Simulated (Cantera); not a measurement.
**C3H6 + O2 + N2 (carbon deposition, reforming and gasification)**

Input: 1 mol C3H6, 1.4 mol O2, 2.7 mol N2, held at 1073.15 K.

Equilibrium computed with Cantera from the NASA thermochemical tables; the gas is ideal and each condensed phase is pure. Candidate condensed phases: C, C6H6, C7H8, C8H18, H2O; 136 gas species. The ideal-gas law is rough above about 30 bar. Kinetics and transport are ignored.

```tsv
P (Pa)	x N2	x H2	x CO	x H2O	x CO2	x CH4	x NH3	n C(graphite)
10	0.318	0.353	0.329	1.51e-6	1.52e-6	5.72e-7	4.37e-9	0.200
160	0.318	0.353	0.329	2.41e-5	2.44e-5	9.14e-6	6.99e-8	0.200
2500	0.318	0.353	0.329	0.000376	0.000379	0.000143	1.09e-6	0.205
40000	0.322	0.348	0.317	0.00572	0.00564	0.00222	1.72e-5	0.277
630000	0.357	0.293	0.226	0.0541	0.0452	0.0248	0.000221	0.763
10000000	0.427	0.140	0.0852	0.155	0.102	0.0897	0.00126	1.25
```
x: gas mole fraction; n: condensed amount in mol.

From 10.0 Pa to 1.00e7 Pa the condensed part is C(graphite). The main C-bearing gas is CO at 10.0 Pa and CO2 at 1.00e7 Pa.
